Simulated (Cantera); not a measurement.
**Adiabatic ignition**

An adiabatic, constant-pressure homogeneous reactor starts with CO : H2 : CH4 : O2 : N2 : CO2 = 1 : 0.14 : 0.067 : 0.29 : 2.21 : 0.37 (molar parts), equivalence ratio 2.4, at 950 K and 24.0 bar.

Computed with Cantera and GRI-Mech 3.0 (53 species, 325 reactions). The pressure lies above the range GRI-Mech 3.0 was tuned for (to about 10 atm). Below about 1000 K GRI-Mech 3.0 lacks low-temperature oxidation paths.

```
t (s)     T (K)   x CO    x H2     x CH4     x CH2     x CH3
--------  -----  -----  ------  --------  --------  --------
2.00e-6     950  0.245  0.0343    0.0164    <1e-12  1.42e-10
5.11e-6     950  0.245  0.0343    0.0164    <1e-12  3.63e-10
1.30e-5     950  0.245  0.0343    0.0164    <1e-12  7.78e-10
3.33e-5     950  0.245  0.0343    0.0164    <1e-12   1.44e-9
8.50e-5     950  0.245  0.0343    0.0164    <1e-12   2.76e-9
0.000217    950  0.245  0.0343    0.0164    <1e-12   6.44e-9
0.000554    950  0.245  0.0343    0.0164    <1e-12   1.86e-8
0.00141     950  0.245  0.0343    0.0164    <1e-12   7.06e-8
0.00361     953  0.245  0.0342    0.0164    <1e-12   2.24e-7
0.00922     985  0.243  0.0333    0.0162    <1e-12   8.15e-7
0.0235     1860  0.196  0.0154   4.77e-6  6.64e-11   9.00e-8
0.0601     1860  0.196  0.0154   9.29e-9    <1e-12  1.78e-10
0.153      1860  0.196  0.0154  9.78e-10    <1e-12  1.89e-11
0.392      1860  0.196  0.0154  9.78e-10    <1e-12  1.89e-11
1.00       1860  0.196  0.0154  9.78e-10    <1e-12  1.89e-11
```
x: mole fraction; the columns are a selection and need not sum to one.

- time of steepest temperature rise: 11.9 ms
- temperature at 1.00 s: 1860 K
- equilibrium temperature: 1860 K
- x(CO) at 1.00 s: 0.196 (gas-phase equilibrium 0.196)
- x(H2) at 1.00 s: 0.0154 (gas-phase equilibrium 0.0154)
- x(CH4) at 1.00 s: 9.78e-10 (gas-phase equilibrium 1.01e-9)
